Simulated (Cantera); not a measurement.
Input: 1 mol N2O, 1.3 mol H2, equilibrated at 2700 °C and 0.0680 bar.

Method: chemical equilibrium by Gibbs-energy minimisation in Cantera with the NASA 1993 tables (ideal gas, pure condensed phases). Candidate condensed phases: H2O; 24 gas species. Rates play no part.

Base state: N2 0.329, H 0.214, H2 0.147, H2O 0.146, OH 0.0688, O 0.0614, O2 0.0241, NO 0.0101 (mole fractions); condensed: gas only.

What changes in the equilibrium state with this change: H2 from 1.3 to 0.034 mol?


```csv
species,before,after
N2,0.329,0.573
O2,0.0241,0.184
O,0.0614,0.170
H,0.214,0.0174
H2,0.147,0.000979
H2O,0.146,0.00268
OH,0.0688,0.0155
NO,0.0101,0.0368
N,2.57e-5,3.40e-5
```
